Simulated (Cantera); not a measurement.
Input (Python, Cantera):

```python
import numpy as np
import cantera as ct

gas = ct.Solution("gri30.yaml")
gas.TPX = 1023, 510000, {'CO': 0.015, 'O2': 0.003, 'H2O': 0.00047, 'N2': 1}
inlet = ct.Reservoir(gas, clone=True)

reactor = ct.IdealGasConstPressureReactor(gas, energy="off", clone=False)
exhaust = ct.Reservoir(gas, clone=True)
tau = [18, 3.5, 0.71, 0.14, 0.028, 0.0056, 0.0011, 0.00022][0]
for a, b in ((inlet, reactor), (reactor, exhaust)):
    ct.MassFlowController(a, b, mdot=lambda t: reactor.mass / tau)
net = ct.ReactorNet([reactor])
show = ['CO', 'O2', 'H2O', 'O', 'N2O', 'NO2']

rows = []
print(f"{'tau/s':>10s}{'T/K':>9s}" + "".join(f"{s:>11s}" for s in show))
for tau in [18, 3.5, 0.71, 0.14, 0.028, 0.0056, 0.0011, 0.00022]:
    net.initial_time = 0.0
    net.advance(30 * tau)
    before = gas.X
    net.advance(40 * tau)
    drift = np.max(np.abs(gas.X - before) / (gas.X + 1e-9))
    rows.append([gas.T, *gas[show].X, drift])
    print(f"{tau:10.3e}{gas.T:9.1f}" + "".join(f"{x:11.3e}" for x in gas[show].X))
```

It prints:

```
     tau/s      T/K         CO         O2        H2O          O        N2O        NO2
 1.800e+01   1023.0  1.008e-02  6.167e-04  4.514e-04  9.057e-09  2.843e-07  3.015e-10
 3.500e+00   1023.0  1.304e-02  2.100e-03  4.582e-04  1.365e-08  1.363e-07  1.289e-10
 7.100e-01   1023.0  1.442e-02  2.789e-03  4.607e-04  1.159e-08  2.611e-08  4.986e-12
 1.400e-01   1023.0  1.469e-02  2.928e-03  4.614e-04  6.752e-09  3.061e-09  6.927e-14
 2.800e-02   1023.0  1.473e-02  2.946e-03  4.615e-04  2.281e-10  2.066e-11  1.255e-19
 5.600e-03   1023.0  1.473e-02  2.946e-03  4.615e-04  1.355e-10  2.449e-12  1.490e-22
 1.100e-03   1023.0  1.473e-02  2.946e-03  4.615e-04  1.026e-10  3.642e-13  7.069e-25
 2.200e-04   1023.0  1.473e-02  2.946e-03  4.615e-04  5.275e-11  3.743e-14  3.470e-27
```

Computed with Cantera and GRI-Mech 3.0 (53 species, 325 reactions).
